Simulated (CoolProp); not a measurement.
Model: reference Helmholtz-energy equation of state, Lemmon 2006, in CoolProp. It is a short technical equation, of lower accuracy than the large ones.

### Question
For C3F8 (R218), give the phase and the cv (kJ/(kg K)), viscosity (µPa s) at 409.6 K and 271 kPa; 251 K and 1250 kPa.

### Answer
- 409.6 K and 271 kPa: gas; cv 0.897, viscosity 17.0
- 251 K and 1250 kPa: liquid; cv 0.711, viscosity 353

Viscosity comes from a separate model (Huber 2003), an estimate that may be off by 10 % or more.
